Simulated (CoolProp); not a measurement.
Vapour-liquid equilibrium of ethylbenzene (1) + m-xylene (2) at 17.2 bar; x and y are mole fractions of (1).

The numbers come from the multi-fluid Helmholtz-energy mixture model, Zhou 2012 and Zhou 2012; pair parameters Bell 2016 in CoolProp.

| x | bubble temperature, mixture model (K) | bubble temperature, Raoult's law (K) | y, mixture model | y, Raoult's law |
|---|---|---|---|---|
| 0.05 | 560.7 | 560.7 | 0.051 | 0.051 |
| 0.125 | 560.5 | 560.5 | 0.127 | 0.128 |
| 0.2 | 560.3 | 560.4 | 0.203 | 0.204 |
| 0.275 | 560.1 | 560.2 | 0.279 | 0.280 |
| 0.35 | 560.0 | 560.1 | 0.354 | 0.356 |
| 0.425 | 559.8 | 560.0 | 0.429 | 0.431 |
| 0.5 | 559.7 | 559.8 | 0.504 | 0.507 |
| 0.575 | 559.5 | 559.7 | 0.579 | 0.581 |
| 0.65 | 559.4 | 559.5 | 0.653 | 0.656 |
| 0.725 | 559.3 | 559.4 | 0.728 | 0.730 |
| 0.8 | 559.1 | 559.2 | 0.802 | 0.804 |
| 0.875 | 559.0 | 559.1 | 0.876 | 0.878 |
| 0.95 | 558.9 | 558.9 | 0.951 | 0.951 |

The largest gap from Raoult's law is -0.2 K in bubble temperature, at x = 0.575. No azeotrope shows between x = 0.05 and 0.95.

Pair parameters are fitted to limited data, so mixtures are less certain than the pure fluids.
